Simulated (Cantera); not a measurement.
Feed: 1 mol B2O3, 0.53 mol NF3, 5.2 mol O2, at 75.0 Torr.

These are equilibrium values from Cantera (NASA tables, ideal gas, pure condensed phases), not measurements of a reactor. Candidate condensed phases: B, BN, B2O3; 31 gas species. The numbers say what is thermodynamically allowed, not how fast it happens.

x: gas mole fraction; n: condensed amount in mol.

```json
[
 {"T (K)": "850", "x O2": "0.876", "x BOF": "1.73e-6", "x BF3": "0.0768", "x N2": "0.0415", "x B3O3F3": "0.00609", "n B2O3(l)": "0.696"},
 {"T (K)": "950", "x O2": "0.876", "x BOF": "2.88e-5", "x BF3": "0.0755", "x N2": "0.0414", "x B3O3F3": "0.00737", "n B2O3(l)": "0.688"},
 {"T (K)": "1050", "x O2": "0.875", "x BOF": "0.000277", "x BF3": "0.0744", "x N2": "0.0414", "x B3O3F3": "0.00840", "n B2O3(l)": "0.681"},
 {"T (K)": "1150", "x O2": "0.875", "x BOF": "0.00177", "x BF3": "0.0731", "x N2": "0.0414", "x B3O3F3": "0.00916", "n B2O3(l)": "0.673"},
 {"T (K)": "1250", "x O2": "0.871", "x BOF": "0.00826", "x BF3": "0.0702", "x N2": "0.0412", "x B3O3F3": "0.00948", "n B2O3(l)": "0.656"},
 {"T (K)": "1350", "x O2": "0.858", "x BOF": "0.0296", "x BF3": "0.0624", "x N2": "0.0405", "x B3O3F3": "0.00890", "n B2O3(l)": "0.612"},
 {"T (K)": "1450", "x O2": "0.828", "x BOF": "0.0817", "x BF3": "0.0445", "x N2": "0.0390", "x B3O3F3": "0.00659", "n B2O3(l)": "(withheld)"},
 {"T (K)": "1550", "x O2": "0.781", "x BOF": "0.160", "x BF3": "0.0179", "x N2": "0.0367", "x B3O3F3": "0.00272", "n B2O3(l)": "(withheld)"},
 {"T (K)": "1650", "x O2": "0.752", "x BOF": "0.204", "x BF3": "0.00286", "x N2": "0.0352", "x B3O3F3": "0.000444", "n B2O3(l)": "(withheld)"}
]
```

### Question
What belongs in the gaps?

### Answer

- 1450, n B2O3(l): 0.506
- 1550, n B2O3(l): 0.329
- 1650, n B2O3(l): 0.198
